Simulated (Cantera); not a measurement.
A closed system holds: 1 mol BN, 2.6 mol NF3, 5.8 mol N2, held at 650 °C and 32000 Pa.

Equilibrium computed with Cantera from the NASA thermochemical tables; the gas is ideal and each condensed phase is pure. Candidate condensed phases: B, BN; 13 gas species. Rates play no part.

**Question.** What is the equilibrium state?

**Answer.** 
- x(N2) = 0.685
- x(F2) = 0.165
- x(BF3) = 0.0919
- x(F) = 0.0309
- x(NF3) = 0.0266
- x(NF2) = 2.23e-6
- gas amount = 10.88 mol
- log10 activity of B(s) (absent) = -60.81
